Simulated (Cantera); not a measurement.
Charge: 1 mol C2H6, 0.43 mol CO2, at 623.15 K and 75.0 Torr.

Cantera equilibrium calculation (NASA polynomials, part measured and part estimated; ideal gas, pure solids and liquids). Kinetics and transport are ignored.

```csv
species,before,after
H2,0.273,0.596
H2O,0.310,0.212
CH4,0.379,0.139
CO2,0.0365,0.0466
CO,0.00152,0.00618
"C(graphite), mol",1.50,1.90
```
Gas species are given as mole fractions.

Q: Name the change that produced these shifts.
A) pressure from 75.0 Torr to 5.78 Torr
B) temperature from 623.15 K to 2525 K
C) pressure from 75.0 Torr to 1.80 Torr
D) temperature from 623.15 K to 2623 K

A: A, pressure from 75.0 Torr to 5.78 Torr
